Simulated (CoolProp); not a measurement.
Vapour-liquid equilibrium of C2F6 (R116) (1) + R143a (2) at -28.95 °C; x and y are mole fractions of (1).

Model: multi-fluid Helmholtz-energy mixture model, Lemmon 2006 and Lemmon and Jacobsen 2000; pair parameters Bell 2016, in CoolProp.

### Question
Give the bubble pressure and the first vapour's composition at x = 0.2, 0.8, 0.95. Is there an azeotrope?

### Answer
x = 0.2: 0.4771 MPa, y = 0.578; x = 0.8: 0.7550 MPa, y = 0.866; x = 0.95: 0.7854 MPa, y = 0.957. No azeotrope shows between x = 0.05 and 0.95.

Pair parameters are fitted to limited data, so mixtures are less certain than the pure fluids.
